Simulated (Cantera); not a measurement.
Charge: 1 mol AlCl3, a varied amount of N2O, 14 mol H2, 1.5 mol HCl, held at 1025 °C and 0.143 Torr.

Cantera equilibrium calculation (NASA polynomials, part measured and part estimated; ideal gas, pure solids and liquids). Candidate condensed phases: Al, AlCl3, AlN, Al2O3, H2O, NH4Cl; 45 gas species. Kinetics and transport are ignored.

### Question
At 3.5 mol N2O, list the 4 most abundant gas species with their mole fractions, and the condensed phases.

### Answer
H2 0.512, HCl 0.219, N2 0.171, H2O 0.0976. Condensed: Al2O3(s).
